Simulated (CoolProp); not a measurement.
Properties of cyclohexane along the isotherm 620 K.

Model: reference Helmholtz-energy equation of state, Zhou 2014, in CoolProp.

```csv
p (kPa),phase,speed of sound (m/s),Joule-Thomson coefficient (K/MPa),isothermal compressibility (1/MPa),fugacity coefficient
2720,gas,…,5.329,0.4533,0.8476
5440,supercritical,162.3,7.162,0.3290,0.7050
8160,supercritical,175.3,4.191,0.1581,0.5787
10900,supercritical,253.5,1.679,…,0.4927
13600,supercritical,320.4,0.8866,0.02851,0.4397
16300,supercritical,375.3,0.5313,0.01900,0.4052
19000,supercritical,…,0.3321,0.01413,0.3819
21800,supercritical,464.4,0.2012,…,0.3657
24500,supercritical,501.1,0.1142,0.009215,0.3553
27200,supercritical,534.6,0.05024,0.007859,0.3486
29900,supercritical,565.5,…,0.006847,0.3449
32600,supercritical,594.3,-0.03743,0.006064,0.3435
35400,supercritical,622.4,…,0.005420,…
38100,supercritical,647.9,-0.09547,0.004916,0.3462
40800,supercritical,672.2,-0.1170,…,0.3497
```

Question: Some entries are withheld; supply them.

Answer: 
- 2720, speed of sound (m/s): 210.8
- 10900, isothermal compressibility (1/MPa): 0.05323
- 19000, speed of sound (m/s): 421.9
- 21800, isothermal compressibility (1/MPa): 0.01112
- 29900, Joule-Thomson coefficient (K/MPa): 0.001257
- 35400, Joule-Thomson coefficient (K/MPa): -0.06979
- 35400, fugacity coefficient: 0.3440
- 40800, isothermal compressibility (1/MPa): 0.004497
